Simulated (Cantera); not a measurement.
Mixture: CH3OH : O2 : N2 : H2O = 1 : 3 : 10.2 : 4.1 (molar parts), equivalence ratio 0.50, at 413 Torr, adiabatic and at constant volume. Ignition delay is the time to a rise of 400 K.

Computed with Cantera and GRI-Mech 3.0 (53 species, 325 reactions). GRI-Mech 3.0 was tuned for natural gas; its chemistry of methanol as a main component is partial and can be far from experiment.

Task: What does this change do: H2O 4.1 to 2.2 parts?

Result: 
```tsv
quantity	before	after
delay at 1075 K	0.123 s	0.137 s
delay at 1175 K	18.1 ms	20.3 ms
delay at 1275 K	3.69 ms	4.18 ms
delay at 1375 K	0.991 ms	1.13 ms
delay at 1475 K	0.336 ms	0.380 ms
delay at 1575 K	0.142 ms	0.153 ms
delay at 1675 K	76.6 µs	70.9 µs
apparent activation energy between 1475 and 1675 K	150 kJ/mol	170 kJ/mol
```
